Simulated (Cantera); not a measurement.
## Zr + NH3 + H2 (tantalum, niobium, vanadium and zirconium in process gases)

A closed system holds: 1 mol Zr, 0.6 mol NH3, 7.8 mol H2, at 323 Torr.

Cantera equilibrium calculation (NASA polynomials, part measured and part estimated; ideal gas, pure solids and liquids). Candidate condensed phases: Zr, ZrN; 11 gas species. Mutual solubility and eutectic melting of coexisting phases are not modelled. ZrN: taken at fixed stoichiometry. Condensed phases not in the tables: N, O or C dissolved in the metal. Rates play no part.

```tsv
T (°C)	x H2	x H	x Zr	x N2	x NH3	n Zr(β)	n ZrN(s)	n Zr(l)
1127	1.000	7.42e-6	<1e-12	<1e-12	<1e-12	0.400	0.600	0
1202	1.000	1.98e-5	<1e-12	<1e-12	<1e-12	0.400	0.600	0
1277	1.000	4.80e-5	<1e-12	<1e-12	1.17e-12	0.400	0.600	0
1352	1.000	0.000108	1.33e-12	<1e-12	3.48e-12	0.400	0.600	0
1427	1.000	0.000225	9.55e-12	<1e-12	9.37e-12	0.400	0.600	0
1502	1.000	0.000441	5.79e-11	3.07e-12	2.32e-11	0.400	0.600	0
1577	0.999	0.000821	3.03e-10	2.20e-11	5.32e-11	0.400	0.600	0
1652	0.999	0.00146	1.39e-9	1.35e-10	1.14e-10	0.400	0.600	0
1727	0.998	0.00248	5.71e-9	7.20e-10	2.31e-10	0.400	0.600	0
1802	0.996	0.00405	2.11e-8	3.40e-9	4.43e-10	0.400	0.600	0
1877	0.994	0.00641	7.02e-8	1.47e-8	8.23e-10	0	0.600	0.400
1952	0.990	0.00983	2.09e-7	6.11e-8	1.50e-9	0	0.600	0.400
```
x: gas mole fraction; n: condensed amount in mol.

From 1127 °C to 1802 °C the condensed part is Zr(β) + ZrN(s). From 1877 °C to 1952 °C the condensed part is Zr(l) + ZrN(s).
